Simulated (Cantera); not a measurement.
An adiabatic, constant-pressure homogeneous reactor starts with CO : H2 : CH4 : O2 : N2 : H2O = 1 : 0.28 : 0.062 : 0.318 : 1.2 : 0.11 (molar parts), equivalence ratio 2.4, at 1000 K and 2.60 bar. Integrator tolerance rtol = 1e-08.

Computed with Cantera and GRI-Mech 3.0 (53 species, 325 reactions).

### Question
What does this change do: constant volume in place of constant pressure?

### Answer
| quantity | before | after |
|---|---|---|
| time of steepest temperature rise | 2.77 ms | 2.43 ms |
| temperature at 10.0 s | 2386 K | 2669 K |
| equilibrium temperature | 2386 K | 2669 K |
| x(CO) at 10.0 s | 0.268 (gas-phase equilibrium 0.268) | 0.271 (gas-phase equilibrium 0.271) |
| x(H2) at 10.0 s | 0.0525 (gas-phase equilibrium 0.0525) | 0.0491 (gas-phase equilibrium 0.0491) |
| x(CH4) at 10.0 s | 1.07e-11 (gas-phase equilibrium 1.17e-11) | 1.74e-11 (gas-phase equilibrium 1.95e-11) |
| x(CH3) at 10.0 s | 7.94e-12 (gas-phase equilibrium 8.74e-12) | 2.69e-11 (gas-phase equilibrium 3.01e-11) |
| x(C2H) at 10.0 s | <1e-12 (gas-phase equilibrium <1e-12) | <1e-12 (gas-phase equilibrium <1e-12) |
| x(O2) at 10.0 s | 2.70e-5 (gas-phase equilibrium 2.70e-5) | 0.000184 (gas-phase equilibrium 0.000184) |
